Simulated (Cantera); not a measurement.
A Cantera script and its output.

```python
import numpy as np
import cantera as ct

gas = ct.Solution("gri30.yaml")
gas.TPX = 675, 90000, {'CH4': 1, 'H2': 1.1, 'O2': 3.7, 'N2': 16.3}
flame = ct.FreeFlame(gas, width=0.043)
flame.set_refine_criteria(ratio=3, slope=0.08, curve=0.16)
flame.transport_model = "mixture-averaged"
flame.solve(loglevel=0, auto=True)
z, T = flame.grid, flame.T
thick = (T[-1] - T[0]) / np.gradient(T, z).max()
show = ['CH4', 'H2', 'O2', 'NO2', 'CO', 'HCN']
print(f"laminar burning velocity  {flame.velocity[0] * 100:.3f} cm/s")
print(f"burnt temperature         {T[-1]:.1f} K")
print(f"thermal thickness         {thick * 1e3:.4f} mm")
print(f"grid points               {len(z)}")
z0 = z[flame.heat_release_rate.argmax()]
print(f"{'z/mm':>9s}{'T/K':>9s}{'u/(m/s)':>9s}" + "".join(f"{s:>11s}" for s in show))
rows = []
for k in (-3, -2, -1.5, -1, -0.5, -0.25, 0, 0.25, 0.5, 1, 2, 4, 8):
    zz = z0 + k * thick
    rows.append([k * thick, np.interp(zz, z, T), np.interp(zz, z, flame.velocity),
                 *(np.interp(zz, z, flame.X[gas.species_index(s)]) for s in show)])
    print(f"{rows[-1][0] * 1e3:9.3f}{rows[-1][1]:9.1f}{rows[-1][2]:9.3f}" + "".join(f"{x:11.3e}" for x in rows[-1][3:]))
```

Output:

```
laminar burning velocity  149.940 cm/s
burnt temperature         2005.1 K
thermal thickness         0.4030 mm
grid points               135
     z/mm      T/K  u/(m/s)        CH4         H2         O2        NO2         CO        HCN
   -1.209    675.1    1.498  4.528e-02  4.900e-02  1.676e-01  3.233e-12  6.703e-07  9.159e-13
   -0.806    676.0    1.498  4.533e-02  4.738e-02  1.678e-01  5.030e-11  8.830e-06  1.566e-11
   -0.604    679.2    1.502  4.531e-02  4.527e-02  1.680e-01  2.872e-10  4.658e-05  1.018e-10
   -0.403    702.4    1.548  4.456e-02  4.075e-02  1.674e-01  2.116e-09  4.068e-04  1.259e-09
   -0.201    897.4    1.974  3.636e-02  3.151e-02  1.550e-01  3.590e-09  5.024e-03  2.526e-08
   -0.101   1172.9    2.586  2.297e-02  2.512e-02  1.315e-01  2.039e-09  1.382e-02  9.123e-08
    0.000   1480.0    3.276  6.958e-03  1.754e-02  9.743e-02  1.356e-09  2.449e-02  2.332e-07
    0.101   1631.9    3.616  7.710e-04  1.025e-02  7.442e-02  9.264e-10  2.481e-02  2.326e-07
    0.201   1690.3    3.737  4.811e-05  6.742e-03  6.546e-02  1.137e-09  1.966e-02  1.065e-07
    0.403   1759.9    3.873  2.139e-07  5.191e-03  6.011e-02  1.689e-09  1.237e-02  1.510e-08
    0.806   1841.0    4.030  1.738e-11  4.095e-03  5.698e-02  2.640e-09  6.865e-03  4.018e-10
    1.612   1913.4    4.170  6.095e-17  2.570e-03  5.524e-02  4.400e-09  3.979e-03  2.460e-12
    3.224   1963.8    4.267  6.218e-20  1.275e-03  5.439e-02  7.545e-09  2.073e-03  5.521e-14
```

Detailed kinetics in Cantera: GRI-Mech 3.0 (53 species, 325 reactions). Burning velocities carry a grid error of a few per cent, more on coarse grids.
